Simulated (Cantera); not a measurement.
Input: 1 mol TiCl4, 42 mol H2, equilibrated at 1448.15 K and 2.30 mbar.

Equilibrium computed with Cantera from the NASA thermochemical tables; the gas is ideal and each condensed phase is pure. Candidate condensed phases: Ti, TiCl2, TiCl3, TiCl4; 10 gas species. The tables' values for TiCl2 are old estimates; treat these amounts as uncertain. The numbers say what is thermodynamically allowed, not how fast it happens.

Base state: H2 0.949, HCl 0.0275, TiCl3 0.0181, TiCl2 0.00468, H 0.000188, TiCl4 0.000110 (mole fractions); condensed: gas only.

### Question
What changes in the equilibrium state with this change: TiCl4 replaced by Ti?

### Answer
```
species       before     after
----------  --------  --------
H2             0.949     1.000
H           0.000188  0.000193
HCl           0.0275         0
TiCl3         0.0181         0
TiCl2        0.00468         0
TiCl4       0.000110         0
Ti(β), mol         0     1.000
```
